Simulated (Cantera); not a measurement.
Feed: 1 mol Si3N4, 1.8 mol H2O, 1.6 mol H2, held at 54.0 Pa.

Equilibrium computed with Cantera from the NASA thermochemical tables; the gas is ideal and each condensed phase is pure. Candidate condensed phases: H2O, Si, SiO2, Si2N2O, Si3N4; 35 gas species. Mutual solubility and eutectic melting of coexisting phases are not modelled. The tables hold silica as quartz up to 1696 K and as liquid above; real silica turns to tridymite and cristobalite and melts near 1996 K. Gases not in the tables: Si2H6 and higher silanes. Rates play no part.

Task: What share of the Si ends up in condensed phases as a function of T (°C), at 1052, 1127, 1202, 1277, 1352, 1427, 1502?

Result: 
```json
[
 {"T (°C)": "1052", "Si condensed (%)": "99.9", "as": "SiO2(β-quartz) + Si2N2O(s)"},
 {"T (°C)": "1127", "Si condensed (%)": "99.3", "as": "SiO2(β-quartz) + Si2N2O(s)"},
 {"T (°C)": "1202", "Si condensed (%)": "93.2", "as": "SiO2(β-quartz) + Si2N2O(s)"},
 {"T (°C)": "1277", "Si condensed (%)": "80.0", "as": "Si2N2O(s)"},
 {"T (°C)": "1352", "Si condensed (%)": "78.8", "as": "Si(s) + Si2N2O(s)"},
 {"T (°C)": "1427", "Si condensed (%)": "39.7", "as": "Si(l)"},
 {"T (°C)": "1502", "Si condensed (%)": "39.0", "as": "Si(l)"}
]
```
